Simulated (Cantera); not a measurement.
Thermodynamics of halide evaporation, hydrolysis and transport, feed BaF₂ + HF + H₂

A closed system holds: 1 mol BaF₂, 0.18 mol HF, 0.48 mol H₂, at 75.0 Torr.

Method: chemical equilibrium by Gibbs-energy minimisation in Cantera with the NASA 1993 tables (ideal gas, pure condensed phases). Candidate condensed phases: Ba, BaF₂; 14 gas species. Equilibrium is a limit: real reactors are often held back by kinetics, nucleation or transport.

From 727 °C to 1327 °C the condensed part is BaF₂(s). From 1402 °C to 1627 °C the condensed part is BaF₂(l).

| T (°C) | x H₂ | x HF | x BaF₂ | x H | x BaF | x H₂F₂ | x F | x Ba | n BaF₂(s) | n BaF₂(l) |
|---|---|---|---|---|---|---|---|---|---|---|
| 727 | 0.727 | 0.273 | 9.47e-11 | 6.12e-9 | <1e-12 | 2.93e-7 | <1e-12 | <1e-12 | 1.00 | 0 |
| 802 | 0.727 | 0.273 | 2.40e-9 | 3.96e-8 | <1e-12 | 2.30e-7 | <1e-12 | <1e-12 | 1.00 | 0 |
| 877 | 0.727 | 0.273 | 3.89e-8 | 2.01e-7 | <1e-12 | 1.87e-7 | <1e-12 | <1e-12 | 1.00 | 0 |
| 952 | 0.727 | 0.273 | 4.35e-7 | 8.40e-7 | 2.13e-12 | 1.56e-7 | <1e-12 | <1e-12 | 1.00 | 0 |
| 1027 | 0.727 | 0.273 | 3.57e-6 | 2.98e-6 | 5.56e-11 | 1.33e-7 | 5.82e-12 | <1e-12 | 1.000 | 0 |
| 1102 | 0.727 | 0.273 | 2.26e-5 | 9.24e-6 | 9.86e-10 | 1.16e-7 | 3.56e-11 | <1e-12 | 1.000 | 0 |
| 1177 | 0.727 | 0.273 | 0.000116 | 2.55e-5 | 1.27e-8 | 1.03e-7 | 1.81e-10 | <1e-12 | 1.000 | 0 |
| 1252 | 0.727 | 0.273 | 0.000494 | 6.38e-5 | 1.24e-7 | 9.21e-8 | 7.84e-10 | <1e-12 | 1.000 | 0 |
| 1327 | 0.726 | 0.272 | 0.00180 | 0.000146 | 9.56e-7 | 8.35e-8 | 2.97e-9 | 1.44e-11 | 0.999 | 0 |
| 1402 | 0.723 | 0.271 | 0.00559 | 0.000312 | 5.87e-6 | 7.60e-8 | 9.96e-9 | 1.90e-10 | 0 | 0.996 |
| 1477 | 0.716 | 0.269 | 0.0150 | 0.000622 | 2.94e-5 | 6.91e-8 | 3.01e-8 | 1.93e-9 | 0 | 0.990 |
| 1552 | 0.699 | 0.263 | 0.0367 | 0.00116 | 0.000129 | 6.16e-8 | 8.25e-8 | 1.62e-8 | 0 | 0.975 |
| 1627 | 0.664 | 0.250 | 0.0830 | 0.00205 | 0.000504 | 5.25e-8 | 2.06e-7 | 1.18e-7 | 0 | 0.940 |
x: gas mole fraction; n: condensed amount in mol.
